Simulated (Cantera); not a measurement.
A closed system holds: 1 mol Pb, 0.96 mol H₂, 35 mol N₂, equilibrated at 0.100 bar.

Cantera equilibrium calculation (NASA polynomials, part measured and part estimated; ideal gas, pure solids and liquids). Candidate condensed phases: Pb; 11 gas species. Rates play no part. All values below are at 900 °C.

Base state: N₂ 0.969, H₂ 0.0266, Pb 0.00422 (mole fractions); condensed: Pb(l).

Q: What changes in the equilibrium state with this change: pressure from 0.100 bar to 0.00133 bar?

A: 
```tsv
species	before	after
N₂	0.969	0.947
Pb	0.00422	0.0271
H₂	0.0266	0.0260
Pb(l), mol	0.848	0
```
